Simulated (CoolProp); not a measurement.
R227EA at 293.15 K and 0.272 MPa is throttled through a valve to 0.00753 MPa with no heat exchange. Each further row changes one setting.

Values from CoolProp's reference Helmholtz-energy equation of state, Lemmon 2016.

```tsv
case	temperature change (K)	final density (kg/m³)
as stated	-5.4	?
outlet pressure 0.00226 MPa	-5.5	?
outlet pressure 0.00979 MPa	-5.4	?
```

**Question.** Complete the blanks.

**Answer.** 
- as stated, final density (kg/m³): 0.536
- outlet pressure 0.00226 MPa, final density (kg/m³): 0.161
- outlet pressure 0.00979 MPa, final density (kg/m³): 0.698
